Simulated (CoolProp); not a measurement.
Saturated liquid density (kg/m³) of CH2F2 (R32): the reference equation beside estimates from Tc = 351.3 K, pc = 57.83 bar, ω = 0.277.

Model: reference Helmholtz-energy equation of state, Tillner-Roth 1997, in CoolProp.

| T (K) | reference | van der Waals | Peng-Robinson |
|---|---|---|---|
| 236.2 | 1171 | 601.7 | 1033 |
| 242.7 | 1152 | 592.6 | … |
| 249.3 | 1132 | 582.9 | 998.7 |
| 255.9 | 1112 | 572.9 | 980.0 |
| 262.4 | 1091 | 562.7 | 960.4 |
| 269 | 1069 | 551.9 | 939.3 |
| 275.5 | 1047 | 540.7 | 917.1 |
| 282.1 | 1024 | 528.9 | 893.1 |
| 288.6 | 999.2 | 516.6 | 867.8 |
| 295.2 | … | 503.4 | 840.2 |
| 301.7 | 945.9 | … | … |
| 308.3 | … | 474.6 | 778.2 |
| 314.9 | 884.2 | 458.4 | … |
| 321.4 | 849.4 | 440.9 | 703.4 |

Q: What belongs in the gaps?

A: 
- 242.7, Peng-Robinson: 1016
- 295.2, reference: 973.1
- 301.7, van der Waals: 489.6
- 301.7, Peng-Robinson: 810.7
- 308.3, reference: 916.4
- 314.9, Peng-Robinson: 742.4

Absolute difference from the reference over all 14 rows, mean and median: van der Waals 48.4 and 48.4 %, Peng-Robinson 13.3 and 12.6 %.
